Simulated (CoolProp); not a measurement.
500 sccm (0 °C, 1 atm) of nitrogen bubbles through liquid the fluoroketone C6F12O (FK-5-1-12) at 293.6 K and leaves saturated at a total pressure of 0.15 MPa (ideal gas phase). Each further row changes one setting.

Values from CoolProp's reference Helmholtz-energy equation of state, McLinden 2015.

```csv
case,vapour pressure (kPa),mole fraction of vapour,delivery (mg/min),delivery (sccm),change of delivery for a bath 1 K warmer (%)
as stated,33.2,0.222,2010,142,5.8
bath temperature 298.6 K,41.2,0.275,2670,189,6.0
total pressure 0.3 MPa,33.2,0.111,878,62.3,5.0
```
